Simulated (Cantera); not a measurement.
Feed: 1 mol Fe2O3, 1.1 mol H2S, 0.89 mol N2, equilibrated at 5500 Pa.

Cantera equilibrium calculation (NASA polynomials, part measured and part estimated; ideal gas, pure solids and liquids). Candidate condensed phases: Fe, FeO, Fe(OH)2, Fe(OH)3, FeS, FeSO4, FeS2, Fe2O3, Fe2(SO4)3, Fe3O4, H2O, H2SO4, S; 38 gas species. FeS: taken at fixed stoichiometry. Gases not in the tables: S3 to S7. Equilibrium is a limit: real reactors are often held back by kinetics, nucleation or transport.

Task: At 552 °C, list the 4 most abundant gas species with their mole fractions, and the condensed phases.

Result: H2O 0.493, N2 0.405, SO2 0.0929, H2S 0.00636. Condensed: FeS(s) + Fe3O4(s).
